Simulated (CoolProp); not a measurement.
Values from CoolProp's reference Helmholtz-energy equation of state, Thol 2015.

### Question
For octamethylcyclotetrasiloxane (D4), give the phase and the density (kg/m³), cp (kJ/(kg K)), cv (kJ/(kg K)), isothermal compressibility (1/MPa) at 431.5 K and 2.68 MPa.

### Answer
- 431.5 K and 2.68 MPa: liquid; density 800, cp 1.94, cv 1.67, isothermal compressibility 0.00483
